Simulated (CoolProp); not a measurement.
Saturated liquid density (kg/m³) of C3F8 (R218): the reference equation beside estimates from Tc = 71.9 °C, pc = 2.640 MPa, ω = 0.317. Rackett uses Z = 0.29056 − 0.08775 ω.

Values from CoolProp's reference Helmholtz-energy equation of state, Lemmon 2006. It is a short technical equation, of lower accuracy than the large ones.

```csv
T (°C),reference,Rackett,van der Waals,Redlich-Kwong,Soave-Redlich-Kwong,Peng-Robinson
-117.35,1901,2031,1164,1733,1773,?
-106.35,1863,1992,1145,1702,1746,1963
-95.25,1824,1952,1124,1668,1718,1933
-84.25,1786,1912,1103,1633,?,1901
-73.15,1747,1870,1081,1595,1655,1866
-62.15,1707,1827,1058,1556,?,1828
-51.05,1666,1782,1034,1513,?,1786
-40.05,1624,1736,1008,1468,1540,1742
-28.95,1580,1687,981.0,1420,1495,1692
-17.95,1535,?,952.2,1369,?,1638
-6.95,?,1583,921.4,1313,1391,1578
4.15,1435,1525,887.8,1253,1331,1510
15.15,1379,1463,851.5,1188,1264,1435
26.25,1316,1394,810.9,1114,1187,?
```

Some entries are withheld; supply them.


- -117.35, Peng-Robinson: 1990
- -84.25, Soave-Redlich-Kwong: 1688
- -62.15, Soave-Redlich-Kwong: 1620
- -51.05, Soave-Redlich-Kwong: 1581
- -17.95, Rackett: 1636
- -17.95, Soave-Redlich-Kwong: 1445
- -6.95, reference: 1487
- 26.25, Peng-Robinson: 1347

Absolute difference from the reference over all 14 rows, mean and median: Rackett 6.7 and 6.9 %, van der Waals 38.2 and 38.1 %, Redlich-Kwong 10.4 and 9.4 %, Soave-Redlich-Kwong 6.3 and 5.8 %, Peng-Robinson 5.9 and 6.3 %.
